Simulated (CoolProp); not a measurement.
Vapour-liquid equilibrium of ethane (1) + C2F6 (R116) (2) at 15.9 bar; x and y are mole fractions of (1).

Computed with CoolProp (multi-fluid Helmholtz-energy mixture model, Bücker 2006 and Lemmon 2006; pair parameters Bell 2016).

Question: Give the bubble temperature and the first vapour's composition at x = 0.2, 0.35, 0.5. Is there an azeotrope?

Answer: x = 0.2: 257.9 K, y = 0.324; x = 0.35: 253.5 K, y = 0.478; x = 0.5: 251.2 K, y = 0.580. y crosses x between x = 0.65 and 0.8: the model has an azeotrope there.

Pair parameters are fitted to limited data, so mixtures are less certain than the pure fluids.
